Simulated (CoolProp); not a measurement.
Values from CoolProp's reference Helmholtz-energy equation of state, Lemmon 2006. It is a short technical equation, of lower accuracy than the large ones.

### Question
For neopentane, give the phase and the density (kg/m³), cp (kJ/(kg K)), cv (kJ/(kg K)), expansivity (1/kK) at 407.7 K and 4.16 MPa.

### Answer
- 407.7 K and 4.16 MPa: liquid; density 440, cp 3.14, cv 2.20, expansivity 4.77
